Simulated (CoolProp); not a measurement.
Vapour-liquid equilibrium of carbon dioxide (1) + CH3F (R41) (2) at 250.7 K; x and y are mole fractions of (1).

Computed with CoolProp (multi-fluid Helmholtz-energy mixture model, Span 1996 and Lemmon 2006; pair parameters Bell 2016).

Q: Give the bubble pressure and the first vapour's composition at x = 0.35, 0.5, 0.95. Is there an azeotrope?

A: x = 0.35: 12.99 bar, y = 0.447; x = 0.5: 14.07 bar, y = 0.601; x = 0.95: 17.78 bar, y = 0.969. No azeotrope shows between x = 0.05 and 0.95.

Pair parameters are fitted to limited data, so mixtures are less certain than the pure fluids.
